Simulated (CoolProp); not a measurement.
A single-stage vapour-compression cycle with R21: evaporating at 267.15 K (dew point), condensing at 330.15 K (bubble point), superheat 5 K, subcooling 2 K, compressor efficiency 0.65, no pressure losses. Each further row changes one setting.

Model: reference Helmholtz-energy equation of state, Platzer 1990, in CoolProp. This equation is an older, rougher fit; its heat capacities, sound speeds and derivatives of the liquid may be far off and weren't checked against measurements.

```
case                              cooling COP  pressure ratio  discharge temperature (K)  refrigerating effect (kJ/kg)  volumetric capacity (kJ/m³)
--------------------------------  -----------  --------------  -------------------------  ----------------------------  ---------------------------
as stated                                2.25            8.78                      408.3                           186                          474
evaporating temperature 272.15 K         2.54            7.08                      400.4                           188                          587
condensing temperature 325.15 K          2.50            7.65                      399.2                           191                          488
subcooling 7 K                           2.32            8.78                      408.3                           191                          488
superheat 15 K                           2.24            8.78                      420.8                           192                          470
compressor efficiency 0.55               1.91            8.78                      428.9                           186                          474
```
